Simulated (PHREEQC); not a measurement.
Consider water at 85 °C with 0.057 mol NaOH and 0.00019 mol H4SiO4 per kg of water. It is in equilibrium with CO2 at log p = -3.4 (atm). Otherwise closed; pH follows from the charge balance.

The numbers come from PHREEQC with the ion-association model, phreeqc.dat.

Each row changes one thing in this solution. Precipitation was switched off in this run.

```csv
case,pH,ionic strength (mol/kgw),Na+ (mol/kgw),NaCO3- (mol/kgw),HCO3- (mol/kgw),CO3-2 (mol/kgw),SI of Quartz (SiO2)
as made,9.56,0.0431,0.0385,0.0184,0.00930,0.00458,-1.06
H4SiO4 replaced by (NH4)2SiF6 at the same molality,9.55,0.0433,0.0388,0.0181,0.00917,0.00446,-1.06
diluted 5-fold with water,?,0.0109,0.00976,0.00162,0.00505,0.00114,-1.58
H4SiO4 from 0.00019 to 0.00038 mol/kgw,9.56,0.0431,0.0385,0.0184,0.00929,0.00457,-0.76
H4SiO4 replaced by H2SiF6 at the same molality,9.55,0.0433,0.0388,0.0181,0.00917,0.00446,-1.06
0.033 mol/kgw TMAH added,?,0.0731,0.0299,0.0270,0.0133,0.0102,?
diluted 10-fold with water,9.17,0.00576,0.00528,0.000414,0.00337,0.000482,-1.78
H4SiO4 from 0.00019 to 9.5e-05 mol/kgw,9.56,0.0430,0.0385,0.0184,0.00931,0.00459,-1.37
```

### Question
Some entries are withheld; supply them.

### Answer

- diluted 5-fold with water, pH: 9.33
- 0.033 mol/kgw TMAH added, pH: 9.70
- 0.033 mol/kgw TMAH added, SI of Quartz (SiO2): -1.19

Away from 25 °C the constants follow the database's enthalpies or fits; those with neither stay at their 25 °C values. SiF6-2 is the database's only silicon fluoride.
